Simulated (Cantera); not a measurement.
Charge: 1 mol TiO2, 0.15 mol MgCl2, 1.6 mol O2, at 1.20 bar.

Method: chemical equilibrium by Gibbs-energy minimisation in Cantera with the NASA 1993 tables (ideal gas, pure condensed phases). Candidate condensed phases: Mg, MgCl2, MgO, MgTiO3, MgTi2O5, Mg2TiO4, Ti, TiCl2, TiCl3, TiCl4, TiO, TiO2, Ti2O3, Ti3O5, Ti4O7; 20 gas species. Mutual solubility and eutectic melting of coexisting phases are not modelled. Condensed phases not in the tables: alloys, solid solutions and most ternary compounds. Equilibrium is a limit: real reactors are often held back by kinetics, nucleation or transport.

x: gas mole fraction; n: condensed amount in mol.

| T (K) | x O2 | x Cl2 | x Cl | x MgCl2 | x ClO | x O | n MgTi2O5(s) | n TiO2(rutile) |
|---|---|---|---|---|---|---|---|---|
| 1298 | 0.909 | 0.0876 | 0.00329 | 9.35e-5 | 0.000113 | 1.48e-7 | 0.150 | 0.700 |
| 1348 | 0.908 | 0.0865 | 0.00503 | 0.000195 | 0.000160 | 3.55e-7 | 0.150 | 0.701 |
| 1398 | 0.907 | 0.0850 | ___ | ___ | ___ | ___ | 0.149 | 0.701 |
| 1448 | 0.905 | 0.0828 | 0.0107 | 0.000703 | 0.000293 | 1.69e-6 | 0.149 | 0.702 |
| 1498 | 0.904 | 0.0800 | ___ | ___ | ___ | ___ | 0.148 | 0.704 |
| 1548 | 0.901 | 0.0762 | 0.0201 | 0.00203 | 0.000485 | 6.61e-6 | 0.147 | 0.707 |
| 1598 | 0.898 | 0.0715 | 0.0265 | 0.00317 | 0.000601 | 1.23e-5 | 0.145 | 0.711 |
| 1648 | 0.895 | 0.0658 | 0.0339 | 0.00471 | 0.000727 | 2.19e-5 | 0.142 | 0.716 |
| 1698 | 0.891 | 0.0592 | 0.0422 | 0.00662 | 0.000857 | 3.77e-5 | 0.139 | 0.723 |
| 1748 | 0.887 | 0.0520 | 0.0511 | 0.00882 | 0.000986 | 6.30e-5 | 0.135 | 0.730 |
| 1798 | 0.883 | 0.0445 | 0.0603 | 0.0112 | 0.00111 | 0.000102 | 0.131 | 0.739 |
| 1848 | 0.879 | 0.0371 | 0.0693 | 0.0134 | 0.00121 | 0.000162 | 0.127 | 0.747 |
| 1898 | 0.875 | 0.0303 | 0.0778 | 0.0155 | 0.00130 | 0.000250 | 0.123 | 0.754 |

Task: Some entries are withheld; supply them.

Result: 
- 1498, x Cl: 0.0149
- 1498, x MgCl2: 0.00123
- 1498, x ClO: 0.000382
- 1498, x O: 3.42e-6
- 1398, x Cl: 0.00745
- 1398, x MgCl2: 0.000381
- 1398, x ClO: 0.000220
- 1398, x O: 7.97e-7
